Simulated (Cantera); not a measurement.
Premixed flame

A freely propagating, adiabatic, planar premixed flame of CH4 : C2H6 : O2 : N2 = 1 : 0.05 : 1.55 : 5.84 (molar parts), equivalence ratio 1.4, unburnt at 425 K and 750 Torr; mixture-averaged transport, grid criteria slope 0.08 and curve 0.16, no radiation.

Cantera simulation using GRI-Mech 3.0 (53 species, 325 reactions); the numbers are that mechanism's predictions, not measurements. Burning velocities carry a grid error of a few per cent, more on coarse grids.

```json
[
 {"z (mm)": "-2.06", "T (K)": "425", "u (m/s)": "0.325", "x CH4": "0.118", "x C2H6": "0.00591", "x O2": "0.183", "x H2O2": "2.09e-8", "x HCO": "<1e-8", "x NO2": "<1e-8"},
 {"z (mm)": "-1.37", "T (K)": "429", "u (m/s)": "0.330", "x CH4": "0.117", "x C2H6": "0.00588", "x O2": "0.182", "x H2O2": "2.87e-7", "x HCO": "<1e-8", "x NO2": "<1e-8"},
 {"z (mm)": "-1.03", "T (K)": "448", "u (m/s)": "0.347", "x CH4": "0.115", "x C2H6": "0.00583", "x O2": "0.180", "x H2O2": "1.68e-6", "x HCO": "<1e-8", "x NO2": "6.27e-8"},
 {"z (mm)": "-0.687", "T (K)": "572", "u (m/s)": "0.448", "x CH4": "0.106", "x C2H6": "0.00561", "x O2": "0.169", "x H2O2": "1.06e-5", "x HCO": "<1e-8", "x NO2": "4.95e-7"},
 {"z (mm)": "-0.343", "T (K)": "1054", "u (m/s)": "0.848", "x CH4": "0.0711", "x C2H6": "0.00429", "x O2": "0.123", "x H2O2": "2.34e-5", "x HCO": "2.27e-7", "x NO2": "5.24e-7"},
 {"z (mm)": "-0.172", "T (K)": "1447", "u (m/s)": "1.18", "x CH4": "0.0402", "x C2H6": "0.00237", "x O2": "0.0784", "x H2O2": "7.18e-6", "x HCO": "5.28e-6", "x NO2": "1.04e-7"},
 {"z (mm)": "0", "T (K)": "1796", "u (m/s)": "1.48", "x CH4": "0.0121", "x C2H6": "0.000287", "x O2": "0.0321", "x H2O2": "1.05e-6", "x HCO": "1.51e-5", "x NO2": "<1e-8"},
 {"z (mm)": "0.172", "T (K)": "1960", "u (m/s)": "1.62", "x CH4": "0.00212", "x C2H6": "9.03e-6", "x O2": "0.00871", "x H2O2": "2.11e-7", "x HCO": "8.12e-6", "x NO2": "<1e-8"},
 {"z (mm)": "0.343", "T (K)": "2009", "u (m/s)": "1.66", "x CH4": "0.000423", "x C2H6": "4.01e-7", "x O2": "0.00213", "x H2O2": "4.97e-8", "x HCO": "2.29e-6", "x NO2": "<1e-8"},
 {"z (mm)": "0.687", "T (K)": "2031", "u (m/s)": "1.68", "x CH4": "4.01e-5", "x C2H6": "<1e-8", "x O2": "0.000191", "x H2O2": "1.48e-8", "x HCO": "2.88e-7", "x NO2": "<1e-8"},
 {"z (mm)": "1.37", "T (K)": "2040", "u (m/s)": "1.68", "x CH4": "2.40e-6", "x C2H6": "<1e-8", "x O2": "4.07e-5", "x H2O2": "<1e-8", "x HCO": "7.79e-8", "x NO2": "<1e-8"},
 {"z (mm)": "2.75", "T (K)": "2048", "u (m/s)": "1.69", "x CH4": "1.01e-7", "x C2H6": "<1e-8", "x O2": "2.30e-5", "x H2O2": "<1e-8", "x HCO": "5.28e-8", "x NO2": "<1e-8"},
 {"z (mm)": "5.49", "T (K)": "2056", "u (m/s)": "1.69", "x CH4": "<1e-8", "x C2H6": "<1e-8", "x O2": "1.08e-5", "x H2O2": "<1e-8", "x HCO": "3.62e-8", "x NO2": "<1e-8"}
]
```
x: mole fraction of selected species; z is measured from the peak of heat release.

| Item | Value |
|---|---|
| laminar burning velocity | 32.4 cm/s |
| thermal thickness | 0.687 mm |
| peak x(H2O2) | 2.39e-5 |
| peak x(HCO) | 1.51e-5 |
| grid points | 149 |
